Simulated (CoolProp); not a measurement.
Saturation properties of CH3F (R41).

Model: reference Helmholtz-energy equation of state, Lemmon 2006, in CoolProp. It is a short technical equation, of lower accuracy than the large ones.

```tsv
T (K)	p (MPa)	liquid density (kg/m³)	vapour density (kg/m³)	liquid cp (kJ/(kg K))	surface tension (mN/m)
165.8	0.01491	939.1	0.3731	2.060	20.2
172	0.02389	927.1	0.5787	2.058	19.1
178.3	0.03714	914.7	0.8727	2.058	18.1
184.5	0.05546	902.3	1.268	2.061	17.1
190.8	0.08089	889.4	1.802	2.067	16.1
197	0.1142	876.5	2.488	2.075	15.1
203.3	0.1584	863.1	3.379	2.087	14.2
209.5	0.2139	849.6	4.483	2.101	13.2
215.8	0.2848	835.5	5.875	2.120	12.3
222	0.3709	821.2	7.556	2.143	11.3
228.3	0.4775	806.2	9.633	2.170	10.4
234.5	0.6038	790.9	12.10	2.203	9.52
240.8	0.7564	774.8	15.10	2.243	8.63
247	0.9334	758.3	18.63	2.290	7.77
```

It boils at 194.8 K under 1 atm.

Surface tension comes from a separate correlation (Mulero 2012).
